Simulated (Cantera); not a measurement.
An isothermal, constant-pressure homogeneous reactor starts with NH3 : H2 = 1 : 8.1 (molar parts), at 1500 K and 20.0 Torr. Integrator tolerance rtol = 1e-08.

Model: the gas-phase N/H chemistry of the illustrative SiF4/NH3 mechanism in the Surface Chemkin manual (1991), integrated in Cantera. Walls and surfaces, which speed up NH3 decomposition in real reactors, are not modelled.

What does this change do: NH3 1 to 0.17 parts?


| quantity | before | after |
|---|---|---|
| x(NH3) at 100 s | 0.102 (gas-phase equilibrium 3.35e-7) | 0.0200 (gas-phase equilibrium 1.61e-7) |
| x(H2) at 100 s | 0.894 (gas-phase equilibrium 0.950) | 0.980 (gas-phase equilibrium 0.990) |
| x(NH) at 100 s | 8.34e-8 (gas-phase equilibrium <1e-12) | 3.22e-8 (gas-phase equilibrium <1e-12) |
| x(NH2) at 100 s | 1.40e-5 (gas-phase equilibrium 8.24e-11) | 3.83e-6 (gas-phase equilibrium 3.87e-11) |
| x(N2) at 100 s | 0.00361 (gas-phase equilibrium 0.0495) | 0.000283 (gas-phase equilibrium 0.0101) |
